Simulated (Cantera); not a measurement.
Carbothermic reduction: MgO + C + H2

Feed: 1 mol MgO, 0.82 mol C, 8.6 mol H2, held at 7.50 Torr.

Equilibrium computed with Cantera from the NASA thermochemical tables; the gas is ideal and each condensed phase is pure. Candidate condensed phases: C, C6H6, C7H8, C8H18, H2O, Mg, MgCO3, MgO, Mg(OH)2; 116 gas species. The tables' values for MgH are old estimates; treat these amounts as uncertain. Equilibrium is a limit: real reactors are often held back by kinetics, nucleation or transport.

| T (°C) | x H2 | x Mg | x CO | x H | x H2O | x CH4 | x CO2 | x MgH | n C(graphite) | n MgO(s) |
|---|---|---|---|---|---|---|---|---|---|---|
| 627 | 0.997 | 4.15e-9 | 4.06e-9 | 1.17e-9 | 9.82e-11 | 0.00310 | <1e-12 | 1.46e-12 | 0.793 | 1.00 |
| 727 | 0.999 | 2.77e-7 | 2.76e-7 | 2.27e-8 | 1.09e-9 | 0.000953 | <1e-12 | 1.28e-10 | 0.812 | 1.000 |
| 827 | 1.000 | 8.59e-6 | 8.59e-6 | 2.58e-7 | 7.68e-9 | 0.000359 | <1e-12 | 4.93e-9 | 0.817 | 1.000 |
| 927 | 1.000 | 0.000149 | 0.000149 | 1.97e-6 | 3.87e-8 | 0.000158 | 4.21e-12 | 1.03e-7 | 0.817 | 0.999 |
| 1027 | 0.997 | 0.00165 | 0.00166 | 1.10e-5 | 1.50e-7 | 7.81e-5 | 1.42e-10 | 1.33e-6 | 0.805 | 0.986 |
| 1127 | 0.974 | 0.0129 | 0.0129 | 4.80e-5 | 4.70e-7 | 4.10e-5 | 2.88e-9 | 1.18e-5 | 0.705 | 0.886 |
| 1227 | 0.847 | 0.0764 | 0.0765 | 0.000162 | 1.11e-6 | 1.84e-5 | 3.88e-8 | 7.27e-5 | 0.0430 | 0.223 |
| 1327 | 0.839 | 0.0800 | 0.0801 | 0.000498 | 1.19e-5 | 5.69e-7 | 3.77e-7 | 8.38e-5 | 0 | 0.180 |
| 1427 | 0.838 | 0.0800 | 0.0800 | 0.00135 | 9.97e-5 | 2.50e-8 | 2.78e-6 | 9.17e-5 | 0 | 0.179 |
| 1527 | 0.836 | 0.0805 | 0.0799 | 0.00327 | 0.000651 | 1.57e-9 | 1.63e-5 | 9.97e-5 | 0 | 0.173 |
| 1627 | 0.827 | 0.0828 | 0.0794 | 0.00722 | 0.00336 | 1.34e-10 | 7.67e-5 | 0.000110 | 0 | 0.144 |
| 1727 | 0.802 | 0.0919 | 0.0781 | 0.0146 | 0.0133 | 1.51e-11 | 0.000282 | 0.000128 | 0 | 0.0371 |
x: gas mole fraction; n: condensed amount in mol.

From 627 °C to 1227 °C the condensed part is C(graphite) + MgO(s). From 1327 °C to 1727 °C the condensed part is MgO(s).
